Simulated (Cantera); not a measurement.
Thermodynamics of roasting and sulfation, feed Fe2O3 + O2 + H2S

A closed system holds: 1 mol Fe2O3, 0.35 mol O2, 0.48 mol H2S, held at 950 °C and 100000 Pa.

Cantera equilibrium calculation (NASA polynomials, part measured and part estimated; ideal gas, pure solids and liquids). Candidate condensed phases: Fe, FeO, Fe(OH)2, Fe(OH)3, FeS, FeSO4, FeS2, Fe2O3, Fe2(SO4)3, Fe3O4, H2O, H2SO4, S; 22 gas species. Mutual solubility and eutectic melting of coexisting phases are not modelled. FeS: taken at fixed stoichiometry. Gases not in the tables: S3 to S7. Kinetics and transport are ignored.

The x(H2O) is 0.550, the x(SO2) is 0.400 and the x(S2) is 0.0281. The x(H2S) comes out as 0.0149 and the x(H2) is 0.00472. The x(S2O) comes out as 0.00233 and the x(SO) is 0.000245. The x(SH) is 4.84e-5, the n(FeS(s)) is 0.0792 mol and the n(Fe3O4(s)) is 0.640 mol. The gas amount comes out as 0.8426 mol and the log10 activity of S(l) (absent) comes out as -1.62. The log10 activity of Fe(γ) (absent) is -2.82 and the log10 activity of Fe(OH)2(s) (absent) is -5.73.
